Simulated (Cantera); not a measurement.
Feed: 1 mol Si, 9.1 mol F2, 0.3 mol N2, held at 723 K and 1.00 bar.

Cantera equilibrium calculation (NASA polynomials, part measured and part estimated; ideal gas, pure solids and liquids). Candidate condensed phases: Si, Si3N4; 16 gas species. Rates play no part.

Base state: F2 0.793, SiF4 0.128, NF3 0.0768, F 0.00200 (mole fractions); condensed: gas only.

Q: What changes in the equilibrium state with this change: 0.018 mol Cl2 added?

A: 
```json
[
 {"species": "F2", "before": "0.793", "after": "0.788"},
 {"species": "SiF4", "before": "0.128", "after": "0.128"},
 {"species": "NF3", "before": "0.0768", "after": "0.0769"},
 {"species": "ClF3", "before": "0", "after": "0.00356"},
 {"species": "ClF", "before": "0", "after": "0.00105"},
 {"species": "F", "before": "0.00200", "after": "0.00200"}
]
```

Q: What changes in the equilibrium state with this change: temperature from 723 K to 1423.15 K?

A: 
| species | before | after |
|---|---|---|
| F | 0.00200 | 0.748 |
| F2 | 0.793 | 0.155 |
| SiF4 | 0.128 | 0.0745 |
| NF3 | 0.0768 | 3.90e-5 |
| N2 | 4.35e-7 | 0.0223 |
